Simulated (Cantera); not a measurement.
Input: 1 mol Si2Cl6, 0.52 mol HCl, 140 mol H2, 0.024 mol Cl2, held at 76.0 mbar.

These are equilibrium values from Cantera (NASA tables, ideal gas, pure condensed phases), not measurements of a reactor. Candidate condensed phases: Si; 19 gas species. The feed counts by its element totals alone. The tables' values for SiCl3 are old estimates; treat these amounts as uncertain. Kinetics and transport are ignored. All values below are at 1150 K.

Base state: H2 0.967, HCl 0.0265, SiCl4 0.00228, SiHCl3 0.00169, SiCl2 0.00160, SiCl3 0.000578, SiH2Cl2 0.000157 (mole fractions); condensed: Si(s).

Q: What changes in the equilibrium state with this change: pressure from 76.0 mbar to 2.10 mbar?

A: 
| species | before | after |
|---|---|---|
| H2 | 0.967 | 0.959 |
| HCl | 0.0265 | 0.0372 |
| SiCl2 | 0.00160 | 0.00318 |
| SiCl4 | 0.00228 | 0.000249 |
| SiH2Cl2 | 0.000157 | 8.54e-6 |
| SiHCl3 | 0.00169 | 0.000130 |
| Si(s), mol | 1.10 | 1.45 |
